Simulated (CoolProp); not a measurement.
Properties of dodecamethylcyclohexasiloxane (D6) along the isobar 748 kPa (Tc = 645.8 K, pc = 961.4 kPa, ω = 0.736).

The numbers come from the reference Helmholtz-energy equation of state, Colonna 2008 in CoolProp. It is a short technical equation, of lower accuracy than the large ones.

| T (K) | phase | density (kg/m³) | cv (kJ/(kg K)) | speed of sound (m/s) | expansivity (1/kK) |
|---|---|---|---|---|---|
| 504.1 | liquid | 731.2 | 1.797 | 352.7 | 1.847 |
| 512.7 | liquid | 719.4 | 1.811 | 338.6 | 1.928 |
| 521.3 | liquid | 707.3 | 1.825 | 324.3 | 2.022 |
| 529.9 | liquid | 694.8 | 1.839 | 309.7 | 2.129 |
| 538.5 | liquid | 681.8 | 1.853 | 294.8 | 2.253 |
| 547.2 | liquid | 668.2 | 1.867 | 279.4 | 2.402 |
| 555.8 | liquid | 654.0 | 1.880 | 263.7 | 2.577 |
| 564.4 | liquid | 639.1 | 1.894 | 247.7 | 2.789 |
| 573 | liquid | 623.3 | 1.907 | 231.0 | 3.050 |
